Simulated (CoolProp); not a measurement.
A simple Rankine cycle with chlorine: condensing at 320.15 K, boiler at 5.67 MPa, turbine inlet 401.7 K, turbine efficiency 0.85, pump efficiency 0.6, no recuperator. Each further row changes one setting.

Model: reference Helmholtz-energy equation of state, Thol 2021, in CoolProp.

```json
[
 {"case": "as stated", "thermal efficiency (%)": "12.7", "net work (kJ/kg)": "27.7", "heat in (kJ/kg)": "219", "turbine exit temperature (K)": "320.2", "volume ratio over the turbine": "3.92"},
 {"case": "turbine inlet 421.7 K", "thermal efficiency (%)": "13.3", "net work (kJ/kg)": "32.4", "heat in (kJ/kg)": "244", "turbine exit temperature (K)": "320.2", "volume ratio over the turbine": "3.53"},
 {"case": "condensing temperature 312.15 K", "thermal efficiency (%)": "14.0", "net work (kJ/kg)": "___", "heat in (kJ/kg)": "___", "turbine exit temperature (K)": "312.1", "volume ratio over the turbine": "4.68"},
 {"case": "boiler pressure 3.97 MPa", "thermal efficiency (%)": "10.7", "net work (kJ/kg)": "26.7", "heat in (kJ/kg)": "___", "turbine exit temperature (K)": "320.2", "volume ratio over the turbine": "___"},
 {"case": "turbine efficiency 0.75", "thermal efficiency (%)": "10.9", "net work (kJ/kg)": "23.8", "heat in (kJ/kg)": "219", "turbine exit temperature (K)": "320.2", "volume ratio over the turbine": "3.99"}
]
```

Task: Fill in the missing entries.

Result: 
- condensing temperature 312.15 K, net work (kJ/kg): 31.7
- condensing temperature 312.15 K, heat in (kJ/kg): 227
- boiler pressure 3.97 MPa, heat in (kJ/kg): 249
- boiler pressure 3.97 MPa, volume ratio over the turbine: 2.50

The expansion ends wet for: as stated; turbine inlet 421.7 K; condensing temperature 312.15 K; boiler pressure 3.97 MPa; turbine efficiency 0.75.
